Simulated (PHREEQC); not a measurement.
## City or well water

Model water analysis in mmol/kgw, 25 °C, pH 6.6, pe 1.8:

```json
[
 {"constituent": "Na", "mmol/kgw": "0.104"},
 {"constituent": "K", "mmol/kgw": "0.402"},
 {"constituent": "Ca", "mmol/kgw": "0.138"},
 {"constituent": "Mg", "mmol/kgw": "0.185"},
 {"constituent": "Cl", "mmol/kgw": "0.345"},
 {"constituent": "S(6)", "mmol/kgw": "0.117"},
 {"constituent": "Alkalinity (meq/kgw)", "mmol/kgw": "0.611"},
 {"constituent": "Fe(2)", "mmol/kgw": "0.000132"},
 {"constituent": "B", "mmol/kgw": "0.000465"},
 {"constituent": "Sr", "mmol/kgw": "0.000883"}
]
```

Valence states are taken as typed.

All values are PHREEQC results (ion-association model, phreeqc.dat), not measurements.

The ionic strength is 0.00159 mol/kgw and the specific conductance is 135 µS/cm. The charge-balance error comes out as -1.6 %.

```
species  molality  activity   log γ
-------  --------  --------  ------
HCO3-    0.000609  0.000583  -0.019
K+       0.000402  0.000384  -0.019
Cl-      0.000345  0.000330  -0.019
CO2      0.000329  0.000329   0.000
Mg+2     0.000181  0.000152  -0.076
Ca+2     0.000135  0.000113  -0.076
SO4-2    0.000111   9.35e-5  -0.076
Na+      0.000104   9.94e-5  -0.019
MgSO4     3.32e-6   3.33e-6   0.000
CaSO4     1.89e-6   1.89e-6   0.000
MgHCO3+   1.08e-6   1.04e-6  -0.019
CaHCO3+   8.81e-7   8.44e-7  -0.019
```

Precipitation was switched off in this run.
